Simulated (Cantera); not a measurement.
## Boron, boron nitride and boron oxide: BF3 + O2 + N2

Charge: 1 mol BF3, 8.8 mol O2, 0.31 mol N2, equilibrated at 1.33 mbar.

Equilibrium computed with Cantera from the NASA thermochemical tables; the gas is ideal and each condensed phase is pure. Candidate condensed phases: B, BN, B2O3; 31 gas species. The tables' values for BF2 are old estimates; treat these amounts as uncertain. Rates play no part.

```json
[
 {"T (K)": "1225", "x O2": "0.870", "x F": "5.60e-6", "x BF3": "0.0989", "x O": "1.08e-6", "x BOF": "2.67e-6", "x N2": "0.0306", "x NO": "9.46e-5", "x BOF2": "2.59e-7"},
 {"T (K)": "1375", "x O2": "0.870", "x F": "6.80e-5", "x BF3": "0.0989", "x O": "1.63e-5", "x BOF": "3.34e-5", "x N2": "0.0305", "x NO": "0.000252", "x BOF2": "1.31e-6"},
 {"T (K)": "1525", "x O2": "0.870", "x F": "0.000508", "x BF3": "0.0986", "x O": "0.000145", "x BOF": "0.000252", "x N2": "0.0304", "x NO": "0.000551", "x BOF2": "4.78e-6"},
 {"T (K)": "1675", "x O2": "0.867", "x F": "0.00264", "x BF3": "0.0973", "x O": "0.000871", "x BOF": "0.00131", "x N2": "0.0301", "x NO": "0.00105", "x BOF2": "1.37e-5"},
 {"T (K)": "1825", "x O2": "0.857", "x F": "0.0104", "x BF3": "0.0928", "x O": "0.00389", "x BOF": "0.00516", "x N2": "0.0295", "x NO": "0.00177", "x BOF2": "3.23e-5"},
 {"T (K)": "1975", "x O2": "0.828", "x F": "0.0317", "x BF3": "0.0800", "x O": "0.0137", "x BOF": "0.0158", "x N2": "0.0284", "x NO": "0.00269", "x BOF2": "6.18e-5"},
 {"T (K)": "2125", "x O2": "0.764", "x F": "0.0751", "x BF3": "0.0538", "x O": "0.0395", "x BOF": "0.0375", "x N2": "0.0265", "x NO": "0.00370", "x BOF2": "8.86e-5"},
 {"T (K)": "2275", "x O2": "0.663", "x F": "0.128", "x BF3": "0.0206", "x O": "0.0956", "x BOF": "0.0639", "x N2": "0.0239", "x NO": "0.00461", "x BOF2": "7.85e-5"}
]
```
x: gas mole fraction; nothing condenses.

From 1225 K to 2275 K nothing is condensed. The main B-bearing gas is BF3 at 1225 K and BOF at 2275 K.
